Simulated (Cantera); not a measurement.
Mixture: H2 : O2 : N2 = 1 : 0.806 : 3.03 (molar parts), at 3.70 bar, adiabatic and at constant pressure. Ignition delay is the time to a rise of 400 K.

Computed with Cantera and GRI-Mech 3.0 (53 species, 325 reactions). The hydrogen kinetics of GRI-Mech 3.0 are dated; newer H2 mechanisms differ, most at raised pressure.

Problem. What does this change do: H2 1 to 2.1 parts?

Solution. 
| quantity | before | after |
|---|---|---|
| delay at 1073 K | 0.782 ms | 0.697 ms |
| delay at 1123 K | 51.2 µs | 58.5 µs |
| delay at 1173 K | 22.5 µs | 23.2 µs |
| delay at 1223 K | 14.2 µs | 14.3 µs |
| delay at 1273 K | 10.2 µs | 10.1 µs |
| delay at 1323 K | 7.87 µs | 7.66 µs |
| apparent activation energy between 1223 and 1323 K | 80 kJ/mol | 84 kJ/mol |
